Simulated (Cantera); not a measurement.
Cantera run, input and output.

```python
import numpy as np
import cantera as ct

gas = ct.Solution("gri30.yaml")
gas.TPX = 450, 150000, {'CH4': 1, 'C2H6': 0.039, 'C3H8': 1.4, 'O2': 20.3, 'N2': 76.3}
inlet = ct.Reservoir(gas, clone=True)
gas.equilibrate("HP")  # start burning
reactor = ct.IdealGasConstPressureReactor(gas, energy="on", clone=False)
exhaust = ct.Reservoir(gas, clone=True)
tau = [0.3, 0.087, 0.025, 0.0072, 0.0021, 0.0006, 0.00017, 4.9e-05, 1.4e-05, 4.1e-06][0]
for a, b in ((inlet, reactor), (reactor, exhaust)):
    ct.MassFlowController(a, b, mdot=lambda t: reactor.mass / tau)
net = ct.ReactorNet([reactor])
show = ['CH4', 'C2H6', 'C3H8', 'OH', 'C2H']

rows = []
print(f"{'tau/s':>10s}{'T/K':>9s}" + "".join(f"{s:>11s}" for s in show))
for tau in [0.3, 0.087, 0.025, 0.0072, 0.0021, 0.0006, 0.00017, 4.9e-05, 1.4e-05, 4.1e-06]:
    net.initial_time = 0.0
    net.advance(30 * tau)
    before = gas.X
    net.advance(40 * tau)
    drift = np.max(np.abs(gas.X - before) / (gas.X + 1e-9))
    rows.append([gas.T, *gas[show].X, drift])
    print(f"{tau:10.3e}{gas.T:9.1f}" + "".join(f"{x:11.3e}" for x in gas[show].X))
```

It prints:

```
     tau/s      T/K        CH4       C2H6       C3H8         OH        C2H
 3.000e-01   1522.5  2.513e-06  2.410e-08  9.094e-07  2.707e-04  6.657e-11
 8.700e-02   1519.6  5.483e-06  5.494e-08  2.082e-06  3.930e-04  1.412e-10
 2.500e-02   1513.6  1.222e-05  1.248e-07  4.671e-06  5.643e-04  2.775e-10
 7.200e-03   1500.1  2.825e-05  2.882e-07  1.045e-05  7.798e-04  4.936e-10
 2.100e-03   1468.5  7.307e-05  7.417e-07  2.519e-05  9.728e-04  7.647e-10
 6.000e-04    450.0  1.010e-02  3.938e-04  1.414e-02 -4.298e-29 -3.437e-49
 1.700e-04    450.0  1.010e-02  3.938e-04  1.414e-02  3.855e-33 -2.091e-60
 4.900e-05    450.0  1.010e-02  3.938e-04  1.414e-02  8.339e-34  1.307e-60
 1.400e-05    450.0  1.010e-02  3.938e-04  1.414e-02  2.405e-34  2.317e-62
 4.100e-06    450.0  1.010e-02  3.938e-04  1.414e-02  5.714e-35  2.864e-64
```

Detailed kinetics in Cantera: GRI-Mech 3.0 (53 species, 325 reactions). GRI-Mech 3.0 was tuned for natural gas; its chemistry of propane as a main component is partial and can be far from experiment.
